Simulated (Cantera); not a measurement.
Feed: 1 mol Si3N4, 15 mol HCl, 12 mol N2, held at 12.0 mbar.

Cantera equilibrium calculation (NASA polynomials, part measured and part estimated; ideal gas, pure solids and liquids). Candidate condensed phases: NH4Cl, Si, Si3N4; 28 gas species. Rates play no part.

### Question
Which condensed phases are stable at each of these points (T (°C)): 727, 802, 877, 952, 1027, 1102, 1177, 1252, 1327, 1402, 1477, 1552, 1627, 1702?

### Answer
```json
[
 {"T (°C)": "727", "condensed phases": "Si3N4(s)", "Si condensed (%)": "43.6"},
 {"T (°C)": "802", "condensed phases": "Si3N4(s)", "Si condensed (%)": "46.0"},
 {"T (°C)": "877", "condensed phases": "Si3N4(s)", "Si condensed (%)": "47.7"},
 {"T (°C)": "952", "condensed phases": "Si3N4(s)", "Si condensed (%)": "48.3"},
 {"T (°C)": "1027", "condensed phases": "Si3N4(s)", "Si condensed (%)": "46.3"},
 {"T (°C)": "1102", "condensed phases": "Si3N4(s)", "Si condensed (%)": "38.0"},
 {"T (°C)": "1177", "condensed phases": "Si3N4(s)", "Si condensed (%)": "18.5"},
 {"T (°C)": "1252", "condensed phases": "gas only", "Si condensed (%)": "0.0"},
 {"T (°C)": "1327", "condensed phases": "gas only", "Si condensed (%)": "0.0"},
 {"T (°C)": "1402", "condensed phases": "gas only", "Si condensed (%)": "0.0"},
 {"T (°C)": "1477", "condensed phases": "gas only", "Si condensed (%)": "0.0"},
 {"T (°C)": "1552", "condensed phases": "gas only", "Si condensed (%)": "0.0"},
 {"T (°C)": "1627", "condensed phases": "gas only", "Si condensed (%)": "0.0"},
 {"T (°C)": "1702", "condensed phases": "gas only", "Si condensed (%)": "0.0"}
]
```

From 727 °C to 1177 °C the condensed part is Si3N4(s). From 1252 °C to 1702 °C nothing is condensed.
